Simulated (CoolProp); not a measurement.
Vapour pressure (MPa) of octamethylcyclotetrasiloxane (D4): the reference equation beside estimates from Tc = 586.5 K, pc = 1.347 MPa, ω = 0.598.

The numbers come from the reference Helmholtz-energy equation of state, Thol 2015 in CoolProp.

```csv
T (K),reference,van der Waals,Redlich-Kwong
454.8,0.1174,0.4464,0.2643
461.2,0.1371,0.4768,0.2928
467.6,0.1591,0.5084,0.3234
473.9,0.1834,0.5407,0.3555
480.3,0.2109,0.5749,0.3904
486.7,0.2415,0.6105,0.4275
493.1,0.2754,0.6473,0.4669
499.4,0.3122,0.6850,0.5081
505.8,0.3533,0.7245,0.5524
512.2,0.3984,0.7655,0.5992
518.6,0.4479,0.8079,0.6486
524.9,0.5011,0.8510,0.6998
531.3,0.5600,0.8962,0.7545
```

Absolute difference from the reference over all 13 rows, mean and median: van der Waals 148.4 and 135.0 %, Redlich-Kwong 73.6 and 69.5 %.
